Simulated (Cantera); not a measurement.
An isothermal plug-flow reactor at 1150 K and 6.50 bar (inlet), inlet velocity 0.38 m/s, active area per volume 160 1/m; feed 0.430 % CH₄, 16.8 % O₂, 82.8 % N₂, equivalence ratio 0.051.

Model: Deutschmann's 1995 Pt surface mechanism with GRI-Mech 3.0 gas chemistry, integrated in Cantera. Catalytic surfaces can have several steady states; this one follows from the mechanism file's or the stated starting coverage. Mass transfer to the wall is taken as infinitely fast.

x: gas mole fraction; θ: surface coverage.

| z (m) | x CH₄ | x O₂ | x H₂O | x CO₂ | x CO | θ free Pt | θ O* | θ OH* |
|---|---|---|---|---|---|---|---|---|
| 0.00059 | 0.00420 | 0.168 | 0.000198 | 9.36e-5 | 3.06e-6 | 0.216 | 0.783 | 0.000469 |
| 0.0011 | 0.00409 | 0.167 | ? | ? | ? | 0.216 | 0.783 | ? |
| 0.0022 | ? | 0.167 | ? | ? | ? | 0.216 | 0.783 | ? |
| 0.0042 | 0.00151 | 0.163 | 0.00521 | 0.00236 | 0.000108 | 0.218 | 0.780 | 0.00216 |
| 0.0082 | 0.000468 | 0.160 | 0.00750 | 0.00367 | 1.56e-5 | 0.217 | 0.780 | 0.00259 |
| 0.016 | 0.000133 | 0.159 | 0.00827 | 0.00410 | 2.77e-6 | 0.217 | 0.780 | 0.00271 |
| 0.03 | 2.28e-5 | 0.159 | 0.00853 | 0.00425 | 4.85e-7 | 0.217 | 0.780 | 0.00276 |
| 0.059 | 5.35e-7 | 0.159 | 0.00859 | 0.00429 | 2.71e-8 | 0.217 | 0.780 | 0.00277 |

Q: What belongs in the gaps?

A: 
- 0.0011, x H₂O: 0.000379
- 0.0011, x CO₂: 0.000176
- 0.0011, x CO: 3.47e-6
- 0.0011, θ OH*: 0.000616
- 0.0022, x CH₄: 0.00371
- 0.0022, x H₂O: 0.000946
- 0.0022, x CO₂: 0.000378
- 0.0022, x CO: 2.06e-5
- 0.0022, θ OH*: 0.000939
